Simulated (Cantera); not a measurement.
Mixture: 21.0 % CH3OH, 16.6 % O2, 62.4 % N2, equivalence ratio 1.9, at 9.08 atm, adiabatic and at constant volume. Ignition delay is the time to a rise of 400 K.

Computed with Cantera and GRI-Mech 3.0 (53 species, 325 reactions). GRI-Mech 3.0 was tuned for natural gas; its chemistry of methanol as a main component is partial and can be far from experiment.

Predict: delay at 1075 K; delay at 1275 K; delay at 1475 K; delay at 1675 K; delay at 1875 K; apparent activation energy between 1675 and 1875 K.


```
Item                                                    Result
--------------------------------------------------  ----------
delay at 1075 K                                        14.3 ms
delay at 1275 K                                       0.404 ms
delay at 1475 K                                        32.0 µs
delay at 1675 K                                        5.24 µs
delay at 1875 K                                        1.38 µs
apparent activation energy between 1675 and 1875 K  170 kJ/mol
```
